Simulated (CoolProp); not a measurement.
A single-stage vapour-compression cycle with hydrogen sulfide: evaporating at 254.15 K (dew point), condensing at 284.15 K (bubble point), superheat 8 K, subcooling 8 K, compressor efficiency 0.7, no pressure losses. Each further row changes one setting.

Model: reference Helmholtz-energy equation of state, Lemmon 2006, in CoolProp. It is a short technical equation, of lower accuracy than the large ones.

```
case                              cooling COP  pressure ratio  discharge temperature (K)  refrigerating effect (kJ/kg)  volumetric capacity (kJ/m³)
--------------------------------  -----------  --------------  -------------------------  ----------------------------  ---------------------------
as stated                                5.27            2.49                      352.3                           456                         4330
evaporating temperature 259.15 K         6.57            2.10                      340.4                           ___                         5100
condensing temperature 279.15 K           ___             ___                      337.5                           467                         4430
subcooling 13 K                          5.39            2.49                      352.3                           467                         4430
superheat 18 K                           5.15            2.49                        ___                           467                         4230
compressor efficiency 0.6                4.52            2.49                      365.0                           456                         4330
```

### Question
Complete the blanks.

### Answer

- evaporating temperature 259.15 K, refrigerating effect (kJ/kg): 459
- condensing temperature 279.15 K, cooling COP: 6.45
- condensing temperature 279.15 K, pressure ratio: 2.17
- superheat 18 K, discharge temperature (K): 365.9
